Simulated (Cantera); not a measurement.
# Calcination and drying: NaOH + CO₂ + O₂

A closed system holds: 1 mol NaOH, 5.4 mol CO₂, 0.0058 mol O₂, at 0.250 bar.

These are equilibrium values from Cantera (NASA tables, ideal gas, pure condensed phases), not measurements of a reactor. Candidate condensed phases: C, C₆H₆, C₇H₈, C₈H₁₈, H₂O, Na, NaOH, NaO₂, Na₂CO₃, Na₂O, Na₂O₂; 117 gas species. Equilibrium is a limit: real reactors are often held back by kinetics, nucleation or transport.

| T (°C) | x CO₂ | x Na | x NaOH | x H₂O | x O₂ | x CO | x OH | x NaO | n Na₂CO₃(l) |
|---|---|---|---|---|---|---|---|---|---|
| 1252 | 0.899 | 0.00104 | 0.0137 | 0.0842 | 0.00148 | 0.000331 | 3.64e-5 | 4.97e-6 | 0.460 |
| 1327 | 0.888 | 0.00439 | 0.0317 | 0.0729 | 0.00247 | 0.000712 | 7.04e-5 | 2.49e-5 | 0.398 |
| 1402 | 0.863 | 0.0152 | 0.0621 | 0.0531 | 0.00532 | 0.00121 | 0.000126 | 0.000117 | 0.270 |
| 1477 | 0.815 | 0.0453 | 0.0966 | 0.0276 | 0.0129 | 0.00173 | 0.000187 | 0.000505 | 0.0316 |
| 1552 | 0.800 | 0.0603 | 0.0877 | 0.0303 | 0.0173 | 0.00323 | 0.000334 | 0.000726 | 0 |
| 1627 | 0.789 | 0.0714 | 0.0749 | 0.0358 | 0.0213 | 0.00593 | 0.000584 | 0.000897 | 0 |
| 1702 | 0.776 | 0.0817 | 0.0628 | 0.0408 | 0.0259 | 0.0103 | 0.000968 | 0.00107 | 0 |
| 1777 | 0.760 | 0.0908 | 0.0519 | 0.0450 | 0.0313 | 0.0171 | 0.00153 | 0.00124 | 0 |
| 1852 | 0.741 | 0.0985 | 0.0423 | 0.0484 | 0.0379 | 0.0269 | 0.00233 | 0.00140 | 0 |
| 1927 | 0.717 | 0.104 | 0.0343 | 0.0507 | 0.0457 | 0.0405 | 0.00342 | 0.00156 | 0 |
x: gas mole fraction; n: condensed amount in mol.

From 1252 °C to 1477 °C the condensed part is Na₂CO₃(l). From 1552 °C to 1927 °C nothing is condensed. The main Na-bearing gas is NaOH at 1252 °C and Na at 1927 °C.
